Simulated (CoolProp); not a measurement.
Model: reference Helmholtz-energy equation of state, Smukala 2000, in CoolProp.

For ethylene, give the phase and the density (kg/m³), fugacity coefficient at -96.25 °C and 0.147 MPa; -72.15 °C and 0.147 MPa.


- -96.25 °C and 0.147 MPa: gas; density 2.93, fugacity coefficient 0.959
- -72.15 °C and 0.147 MPa: gas; density 2.54, fugacity coefficient 0.973
